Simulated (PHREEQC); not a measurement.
Solution (20 °C): 92 mmol/kgw CuCl2, 0.77 mmol/kgw HCl and 1.9 mmol/kgw H3BO3. Closed to the air; pH follows from the charge balance.

Model: ion-association model, phreeqc.dat, run in PHREEQC.

Problem. The ionic strength comes out as 0.257 mol/kgw. What activity coefficients do CuCl+, Cu+2, H+, Cl- get?

Solution. CuCl+ 0.70, Cu+2 0.31, H+ 0.79, Cl- 0.70.

No solid was allowed to form.
